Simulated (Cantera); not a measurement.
Input: 1 mol SiCl4, a varied amount of NH3, 12 mol N2, equilibrated at 0.00200 bar.

Method: chemical equilibrium by Gibbs-energy minimisation in Cantera with the NASA 1993 tables (ideal gas, pure condensed phases). Candidate condensed phases: NH4Cl, Si, Si3N4; 28 gas species. Mutual solubility and eutectic melting of coexisting phases are not modelled. The tables' values for SiCl3 are old estimates. Rates play no part.

Q: What condenses at these points (T in °C, n(NH3) in mol): (975, 21); (1475, 21); (1375, 5.2); (1475, 27); (1125, 13); (1375, 43); (1225, 8.3)?

A: 
```tsv
T (°C)	n(NH3) in mol	condensed phases	Si condensed (%)
975	21	Si3N4	99.6
1475	21	Si	22.5
1375	5.2	gas only	0.0
1475	27	Si	30.0
1125	13	Si3N4	91.6
1375	43	Si + Si3N4	47.7
1225	8.3	Si3N4	61.2
```
